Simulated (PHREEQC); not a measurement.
Model water analysis in mg/kgw, 20 °C, pH 7, pe 0.3:

```csv
constituent,mg/kgw
Na,0.00375
K,8.87e-05
Ca,0.0467
Mg,0.00446
Cl,0.0184
S(6) as SO4,0.0142
Alkalinity as HCO3,0.123
Si as SiO2,0.00191
F,0.00118
Li,1.29e-05
Fe(2),1.84e-05
Br,0.00459
Ba,0.000125
```

Valence states are taken as typed.

Model: ion-association model, wateq4f.dat, run in PHREEQC.

| quantity | before | after |
|---|---|---|
| ionic strength (mol/kgw) | 4.51e-6 | 4.44e-6 |
| HCO3- (mol/kgw) | 2.05e-6 | 1.83e-6 |
| CO2 (mol/kgw) | 4.92e-7 | 1.39e-7 |
| CO3-2 (mol/kgw) | 8.68e-10 | 2.45e-9 |
| CaSO4 (mol/kgw) | 3.21e-11 | 3.21e-11 |
| CaHCO3+ (mol/kgw) | 2.77e-11 | 2.47e-11 |
| SI of Quartz (SiO2) | -3.44 | -3.44 |

What was changed between the two runs?
A) pH from 7 to 6 at the same alkalinity
B) pH from 7 to 7.5 at the same alkalinity
C) Br from 0.00459 to 0.00918 mg/kgw
D) all concentrations times 2 at the same typed pH

B, pH from 7 to 7.5 at the same alkalinity

This is a speciation only: nothing precipitates in the calculation. SiF6-2 is the database's only silicon fluoride. Fluoro complexes past AlF4- and FeF3 are missing from the database.
